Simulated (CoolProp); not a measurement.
Vapour-liquid equilibrium of R134a (1) + methanol (2) at 0.139 MPa; x and y are mole fractions of (1).

Model: multi-fluid Helmholtz-energy mixture model, Tillner-Roth 1994 and de Reuck 1993; pair parameters Bell 2016, in CoolProp.

```
x     bubble temperature (K)  y at the bubble point  dew temperature at overall composition x (K)  liquid density (mol/L)
----  ----------------------  ---------------------  --------------------------------------------  ----------------------
0.05                   300.5                  0.863                                         344.5                   23.57
0.15                   275.7                  0.967                                         341.5                   22.62
0.25                   269.0                  0.979                                         338.3                   21.28
0.35                   266.2                  0.983                                         334.7                   19.94
0.45                   264.4                  0.986                                         330.7                   18.69
0.55                   262.9                  0.988                                         325.9                   17.53
0.65                   261.3                  0.990                                         320.1                   16.45
0.75                   259.6                  0.992                                         312.7                   15.46
0.85                   257.6                  0.995                                         302.3                   14.54
0.95                   255.4                  0.998                                         282.4                   13.69
```

No azeotrope shows between x = 0.05 and 0.95.

The pair parameters rest on a limited set of measurements; away from them the model extrapolates. With so large a gap from Raoult's law the liquid may split in two, which this calculation doesn't test in full.
